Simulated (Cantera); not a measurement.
# Premixed flame

A freely propagating, adiabatic, planar premixed flame of CH4 : CO : O2 : N2 = 1 : 0.034 : 1.9 : 9.03 (molar parts), equivalence ratio 1.1, unburnt at 600 K and 7500 Torr; mixture-averaged transport, grid criteria slope 0.08 and curve 0.16, no radiation.

Cantera simulation using GRI-Mech 3.0 (53 species, 325 reactions); the numbers are that mechanism's predictions, not measurements. Burning velocities carry a grid error of a few per cent, more on coarse grids.

```json
[
 {"z (mm)": "-0.294", "T (K)": "602", "u (m/s)": "0.313", "x CH4": "0.0833", "x CO": "0.00287", "x O2": "0.158", "x H2": "0.00131", "x C2H6": "2.59e-7", "x HCN": "<1e-8"},
 {"z (mm)": "-0.196", "T (K)": "611", "u (m/s)": "0.319", "x CH4": "0.0825", "x CO": "0.00300", "x O2": "0.158", "x H2": "0.00275", "x C2H6": "2.08e-6", "x HCN": "1.28e-8"},
 {"z (mm)": "-0.147", "T (K)": "638", "u (m/s)": "0.334", "x CH4": "0.0806", "x CO": "0.00347", "x O2": "0.155", "x H2": "0.00426", "x C2H6": "1.09e-5", "x HCN": "5.98e-8"},
 {"z (mm)": "-0.0981", "T (K)": "759", "u (m/s)": "0.399", "x CH4": "0.0728", "x CO": "0.00584", "x O2": "0.146", "x H2": "0.00669", "x C2H6": "7.88e-5", "x HCN": "3.67e-7"},
 {"z (mm)": "-0.0491", "T (K)": "1187", "u (m/s)": "0.629", "x CH4": "0.0464", "x CO": "0.0161", "x O2": "0.106", "x H2": "0.00994", "x C2H6": "0.000507", "x HCN": "2.08e-6"},
 {"z (mm)": "-0.0245", "T (K)": "1564", "u (m/s)": "0.832", "x CH4": "0.0231", "x CO": "0.0263", "x O2": "0.0679", "x H2": "0.0116", "x C2H6": "0.000642", "x HCN": "4.17e-6"},
 {"z (mm)": "0", "T (K)": "1925", "u (m/s)": "1.02", "x CH4": "0.00363", "x CO": "0.0333", "x O2": "0.0276", "x H2": "0.0114", "x C2H6": "5.03e-5", "x HCN": "7.10e-6"},
 {"z (mm)": "0.0245", "T (K)": "2071", "u (m/s)": "1.10", "x CH4": "8.99e-5", "x CO": "0.0265", "x O2": "0.00990", "x H2": "0.00883", "x C2H6": "3.69e-8", "x HCN": "4.61e-6"},
 {"z (mm)": "0.0491", "T (K)": "2126", "u (m/s)": "1.12", "x CH4": "1.40e-6", "x CO": "0.0207", "x O2": "0.00540", "x H2": "0.00787", "x C2H6": "<1e-8", "x HCN": "1.46e-6"},
 {"z (mm)": "0.0981", "T (K)": "2176", "u (m/s)": "1.15", "x CH4": "<1e-8", "x CO": "0.0170", "x O2": "0.00279", "x H2": "0.00710", "x C2H6": "<1e-8", "x HCN": "2.04e-7"},
 {"z (mm)": "0.196", "T (K)": "2210", "u (m/s)": "1.16", "x CH4": "<1e-8", "x CO": "0.0152", "x O2": "0.00127", "x H2": "0.00637", "x C2H6": "<1e-8", "x HCN": "1.63e-8"},
 {"z (mm)": "0.392", "T (K)": "2228", "u (m/s)": "1.17", "x CH4": "<1e-8", "x CO": "0.0142", "x O2": "0.000524", "x H2": "0.00593", "x C2H6": "<1e-8", "x HCN": "<1e-8"},
 {"z (mm)": "0.785", "T (K)": "2235", "u (m/s)": "1.17", "x CH4": "<1e-8", "x CO": "0.0138", "x O2": "0.000235", "x H2": "0.00574", "x C2H6": "<1e-8", "x HCN": "<1e-8"}
]
```
x: mole fraction of selected species; z is measured from the peak of heat release.

```json
{
  "laminar_burning_velocity": "31.2 cm/s",
  "thermal_thickness": "0.0981 mm",
  "peak x(H2)": "0.0119",
  "peak x(C2H6)": "0.000687",
  "peak x(HCN)": "7.33e-6",
  "grid_points": "141"
}
```
